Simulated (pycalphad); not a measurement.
Computed with pycalphad from the COST 507 light-alloy database (1999), at 1 atm. No gas phase is included, though pure Ti would boil below 3700 K. The database dates from 1999; later assessments differ in places, in temperatures and in the compounds included. Kinetics are ignored, which matters at the lower temperatures.

Molar enthalpy of Ti-11.1B (at.%) in equilibrium (SER reference):

| T (K) | H (kJ/mol) | phases |
|---|---|---|
| 3700 | 136.04 | liquid |
| 3550 | 129.34 | liquid |
| 3400 | 122.65 | liquid |
| 3250 | 115.95 | liquid |
| 3100 | 109.26 | liquid |
| 2950 | 102.56 | liquid |
| 2800 | 95.86 | liquid |
| 2650 | 89.17 | liquid |
| 2500 | 82.47 | liquid |
| 2350 | 75.78 | liquid |
| 2200 | 69.08 | liquid |
| 2050 | 62.39 | liquid |
| 1975 | 59.04 | liquid |
| 1900 | 55.70 | liquid |
| 1750 | 28.79 | bcc + BM |
| 1675 | 26.20 | bcc + BM |
| 1600 | 23.68 | bcc + BM |
| 1450 | 18.82 | bcc + BM |
| 1300 | 14.17 | bcc + BM |
| 1150 | 6.43 | hcp + BM |
| 1000 | 1.52 | hcp + BM |
| 850 | -3.18 | hcp + BM |
| 700 | -7.67 | hcp + BM |
| 550 | -11.94 | hcp + BM |

Cooling from 1900 K to 1750 K, across the freezing range, releases 26.9 kJ/mol, or 615 J/g. The slope is 45 J/(mol K) in the liquid and 34 J/(mol K) just below the solidus, where it includes any heat of precipitation. Liquidus 1894 K, solidus 1814 K. Changes were sought between steps of 75 K, so a narrower field can be missed.

Database names, with the compositions (at.%) that they take in these runs: BM: Ti 50 B 50.
